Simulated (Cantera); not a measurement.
Feed: 1 mol FeS2, 84 mol H2, 0.034 mol H2O, held at 1873 K and 1.00 bar.

Equilibrium computed with Cantera from the NASA thermochemical tables; the gas is ideal and each condensed phase is pure. Candidate condensed phases: Fe, FeO, Fe(OH)2, Fe(OH)3, FeS, FeSO4, FeS2, Fe2O3, Fe2(SO4)3, Fe3O4, H2O, H2SO4, S; 22 gas species. The numbers say what is thermodynamically allowed, not how fast it happens.

Base state: H2 0.976, H2S 0.0211, SH 0.00132, S2 0.000642, H 0.000638, H2O 0.000404, Fe 7.91e-5, S 3.32e-5 (mole fractions); condensed: Fe(l).

Problem. What changes in the equilibrium state with this change: temperature from 1873 K to 725 K?

Solution. 
| species | before | after |
|---|---|---|
| H2 | 0.976 | 0.988 |
| H2S | 0.0211 | 0.0119 |
| H2O | 0.000404 | 0.000405 |
| SH | 0.00132 | <1e-9 |
| Fe | 7.91e-5 | <1e-9 |
| S2 | 0.000642 | <1e-9 |
| H | 0.000638 | <1e-9 |
| S | 3.32e-5 | <1e-9 |
| Fe(l), mol | 0.993 | 0 |
| FeS(s), mol | 0 | 1.00 |
FeS: taken at fixed stoichiometry.

Problem. What changes in the equilibrium state with this change: FeS2 replaced by TiO2?

Solution. 
```
species          before     after
-------------  --------  --------
H2                0.976     0.995
H2O            0.000404   0.00437
H              0.000638  0.000644
H2S              0.0211         0
Fe              7.91e-5         0
SH              0.00132         0
S2             0.000642         0
S               3.32e-5         0
Fe(l), mol        0.993         0
Ti3O5(s), mol         0     0.333
```
Further candidate phases: Ti, TiO, TiO2, Ti2O3, Ti3O5, Ti4O7.

Problem. What changes in the equilibrium state with this change: FeS2 replaced by Fe3O4?

Solution. 
```csv
species,before,after
H2,0.976,0.951
H2O,0.000404,0.0480
H,0.000638,0.000629
H2S,0.0211,0
Fe,7.91e-5,7.91e-5
SH,0.00132,0
S2,0.000642,0
S,3.32e-5,0
"Fe(l), mol",0.993,2.99
```
